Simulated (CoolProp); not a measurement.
Vapour-liquid equilibrium of R113 (1) + n-hexane (2) at 113.65 °C; x and y are mole fractions of (1).

Computed with CoolProp (multi-fluid Helmholtz-energy mixture model, Marx 1992 and Thol 2019; pair parameters Bell 2016).

```
x     bubble pressure, mixture model (kPa)  bubble pressure, Raoult's law (kPa)  y, mixture model  y, Raoult's law
----  ------------------------------------  -----------------------------------  ----------------  ---------------
0.05                                 364.0                                357.4             0.093            0.083
0.15                                 399.1                                382.4             0.247            0.233
0.25                                 430.6                                407.3             0.372            0.365
0.35                                 459.1                                432.2             0.478            0.481
0.45                                 485.1                                457.2             0.570            0.585
0.55                                 508.8                                482.1             0.655            0.678
0.65                                 530.7                                507.1             0.734            0.762
0.75                                 550.9                                532.0             0.810            0.838
0.85                                 569.4                                557.0             0.885            0.907
0.95                                 586.5                                581.9             0.961            0.970
```

The largest gap from Raoult's law is +6.2 % in bubble pressure, at x = 0.35. No azeotrope shows between x = 0.05 and 0.95.

The pair parameters rest on a limited set of measurements; away from them the model extrapolates.
